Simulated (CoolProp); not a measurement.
Vapour pressure (kPa) of R1234ze(Z): the reference equation beside estimates from Tc = 423.3 K, pc = 3531 kPa, ω = 0.327. Clausius-Clapeyron is anchored at 322.1 K with a constant enthalpy of vaporisation of 21.71 kJ/mol.

The numbers come from the reference Helmholtz-energy equation of state, Akasaka 2019 in CoolProp.

```tsv
T (K)	reference	Lee-Kesler	Clausius-Clapeyron	van der Waals	Redlich-Kwong	Soave-Redlich-Kwong	Peng-Robinson
290.9	137.2	136.7	159.0	644.1	263.9	136.6	136.7
298.7	180.9	181.1	200.9	737.5	330.5	181.0	180.4
306.5	234.8	236.0	251.0	839.4	408.3	235.8	234.4
314.3	300.4	302.7	310.1	950.0	498.4	302.7	300.1
322.1	379.2	382.8	379.2	1070	601.7	383.2	379.3
329.9	473.0	477.8	459.3	1198	719.2	479.1	473.5
337.7	583.5	589.6	551.5	1337	851.7	592.2	584.7
345.5	712.6	719.7	656.6	1485	1000	724.4	714.7
353.3	862.2	870.1	775.9	1642	1165	877.5	865.6
361.1	1034	1043	910.2	1810	1348	1054	1039
369	1234	1242	1063	1991	1553	1257	1241
376.8	1458	1466	1230	2180	1774	1486	1468
384.6	1712	1719	1416	2379	2015	1744	1724
392.4	1999	2005	1620	2589	2276	2033	2013
```

Absolute difference from the reference over all 14 rows, mean and median: Lee-Kesler 0.7 and 0.7 %, Clausius-Clapeyron 10.1 and 10.5 %, van der Waals 147.8 and 118.8 %, Redlich-Kwong 46.9 and 43.1 %, Soave-Redlich-Kwong 1.3 and 1.6 %, Peng-Robinson 0.4 and 0.3 %.
